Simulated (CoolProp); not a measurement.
Vapour-liquid equilibrium of benzene (1) + p-xylene (2) at 392.3 K; x and y are mole fractions of (1).

Values from CoolProp's multi-fluid Helmholtz-energy mixture model, Thol 2012 and Zhou 2012; pair parameters Bell 2016.

| x | bubble pressure (bar) | y at the bubble point | dew pressure at overall composition x (bar) | liquid density (mol/L) |
|---|---|---|---|---|
| 0.05 | 0.6959 | 0.191 | 0.6139 | 7.370 |
| 0.125 | 0.8607 | 0.393 | 0.6549 | 7.526 |
| 0.2 | 1.030 | 0.533 | 0.7019 | 7.688 |
| 0.275 | 1.203 | 0.635 | 0.7561 | 7.854 |
| 0.35 | 1.378 | 0.713 | 0.8194 | 8.027 |
| 0.425 | 1.554 | 0.773 | 0.8942 | 8.206 |
| 0.5 | 1.732 | 0.822 | 0.9841 | 8.391 |
| 0.575 | 1.911 | ? | ? | ? |
| 0.65 | 2.090 | 0.895 | 1.232 | 8.783 |
| 0.725 | 2.270 | 0.923 | 1.410 | 8.991 |
| 0.8 | 2.451 | 0.948 | 1.647 | 9.208 |
| 0.875 | 2.633 | 0.969 | 1.978 | 9.433 |
| 0.95 | 2.816 | 0.988 | 2.469 | 9.669 |

Problem. Some entries are withheld; supply them.

Solution. 
- 0.575, y at the bubble point: 0.862
- 0.575, dew pressure at overall composition x (bar): 1.094
- 0.575, liquid density (mol/L): 8.583

No azeotrope shows between x = 0.05 and 0.95.

Pair parameters are fitted to limited data, so mixtures are less certain than the pure fluids.
